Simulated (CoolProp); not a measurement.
The numbers come from the reference Helmholtz-energy equation of state, Tillner-Roth 1997 in CoolProp.

**Question.** Give the vapour pressure (MPa), vapour Z, vapour viscosity (µPa s) of saturated CH2F2 (R32) at 245.7, 268.3 K.

**Answer.** 
```csv
T (K),p (MPa),vapour Z,vapour viscosity (µPa s)
245.7,0.303,0.916,11.0
268.3,0.694,0.858,12.1
```

Viscosity comes from a separate model (Bell 2016), an estimate that may be off by 10 % or more.
